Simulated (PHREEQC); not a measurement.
HCl is added in steps, without added water, to 1 kg of water holding 0.036 mol KH2PO4 and 0.00012 mol HNO3, at 65 °C. Oxygen alone is held at its pressure in air (log pO2 = -0.68). The system is closed to CO2. Precipitation was switched off in this run.

Base run: PHREEQC, ion-association model, wateq4f.dat. Each further column changes one thing. The table gives H3PO4 (mol/kgw).

```tsv
HCl added (mol)	base	Davies equation for every ion	Debye-Hückel limiting law	all activity coefficients set to 1	database phreeqc.dat
0	0.000224	0.000223	0.000229	0.000206	0.000224
0.0072	0.00605	0.00600	___	0.00636	0.00605
0.0144	0.0115	0.0114	0.0112	___	0.0115
0.018	0.0140	0.0139	0.0136	___	0.0140
0.0252	0.0185	0.0183	0.0178	0.0198	0.0185
0.0324	0.0222	0.0219	0.0212	___	0.0222
0.0396	0.0249	0.0247	0.0239	0.0267	0.0249
0.0468	0.0270	0.0267	0.0258	0.0288	0.0270
0.054	0.0285	0.0282	0.0273	___	0.0285
0.0576	0.0291	0.0288	___	0.0308	0.0291
0.0648	0.0301	0.0298	0.0288	0.0317	0.0301
0.072	0.0308	0.0305	0.0296	0.0323	0.0308
```

Task: Fill in the missing entries.

Result: 
- 0.0072, Debye-Hückel limiting law: 0.00589
- 0.0144, all activity coefficients set to 1: 0.0122
- 0.018, all activity coefficients set to 1: 0.0149
- 0.0324, all activity coefficients set to 1: 0.0238
- 0.054, all activity coefficients set to 1: 0.0303
- 0.0576, Debye-Hückel limiting law: 0.0279

H3PO4, which wateq4f.dat lacks, is added to it with the constant of phreeqc.dat. At this temperature some constants are extrapolated from 25 °C, and those without enthalpy data are left unchanged. phreeqc.dat and wateq4f.dat share most of their constants, so their agreement is no independent check. Solids allowed in the column 'database phreeqc.dat': Sylvite.
